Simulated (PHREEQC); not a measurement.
Solution (82 °C): 0.0024 mol HNO3, 0.0035 mol AlCl3 and 0.0055 mol MgCl2 per kg of water. Closed to the air; pH follows from the charge balance.

Computed with PHREEQC (ion-association model, phreeqc.dat).

| Quantity | Value |
|---|---|
| pH | 2.65 |
| ionic strength | 0.0395 mol/kgw |
| specific conductance | 8290 µS/cm |
| total alkalinity | -2.40 meq/kg |

| species | molality | activity | log γ |
|---|---|---|---|
| Cl- | 0.0215 | 0.0174 | -0.091 |
| Mg+2 | 0.00550 | 0.00260 | -0.325 |
| Al+3 | 0.00329 | 0.000754 | -0.639 |
| H+ | 0.00263 | 0.00223 | -0.071 |
| NO3- | 0.00240 | 0.00193 | -0.095 |
| AlOH+2 | 0.000200 | 9.28e-5 | -0.334 |
| Al(OH)2+ | 1.41e-5 | 1.16e-5 | -0.084 |
| Al(OH)3 | 1.31e-8 | 1.32e-8 | 0.004 |

Precipitation was switched off in this run. Complexes and solids missing from the database can't appear. Constants without temperature data keep their 25 °C values here.
